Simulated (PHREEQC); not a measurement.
Model water analysis in mg/L, 5 °C, pH 2.6, pe 10.4: Na 70.6; K 23.9; Ca 117; Mg 165; Cl 35.3; S(6) as SO4 1980; Fe(3) 322.

Valence states are taken as typed.

Model: ion-association model, phreeqc.dat, run in PHREEQC.

Each row changes one thing in this solution. No solid was allowed to form.

| case | ionic strength (mol/kgw) | SO4-2 (mol/kgw) | Mg+2 (mol/kgw) | FeSO4+ (mol/kgw) | MgSO4 (mol/kgw) | HSO4- (mol/kgw) | SI of Gypsum (CaSO4:2H2O) | SI of Jarosite-K (KFe3(SO4)2(OH)6) |
|---|---|---|---|---|---|---|---|---|
| as made | 0.0457 | 0.0112 | 0.00499 | 0.00463 | 0.00182 | 0.00106 | -0.65 | +3.38 |
| Mg from 165 to 82.5 mg/L | 0.0414 | … | 0.00243 | … | 0.000977 | 0.00114 | -0.62 | +3.36 |
| temperature from 5 to 90 °C at the same typed pH | 0.0377 | … | … | 0.00224 | 0.00404 | 0.00552 | -0.71 | +6.19 |

**Question.** What belongs in the gaps?

**Answer.** 
- Mg from 165 to 82.5 mg/L, SO4-2 (mol/kgw): 0.0117
- Mg from 165 to 82.5 mg/L, FeSO4+ (mol/kgw): 0.00465
- temperature from 5 to 90 °C at the same typed pH, SO4-2 (mol/kgw): 0.00742
- temperature from 5 to 90 °C at the same typed pH, Mg+2 (mol/kgw): 0.00277

Some of these states are supersaturated (in Jarosite-K, Hematite (slow to form), for instance). Away from 25 °C the constants follow the database's enthalpies or fits; those with neither stay at their 25 °C values.
